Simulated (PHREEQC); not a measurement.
Solution (90 °C): 0.17 mol/kgw CuSO4, 0.00039 mol/kgw HCl and 0.012 mol/kgw HNO3. Closed to the air; pH follows from the charge balance.

Model: ion-association model, phreeqc.dat, run in PHREEQC.

No solid was allowed to form.

Problem. What pH, specific conductance does the model give?

Solution. pH 3.01; specific conductance 35300 µS/cm.

Problem. In which forms is S present?

Solution. CuSO4 50 %, SO4-2 44 %, HSO4- 6.6 % of the S.

Complexes and solids missing from the database can't appear. Constants without temperature data keep their 25 °C values here.
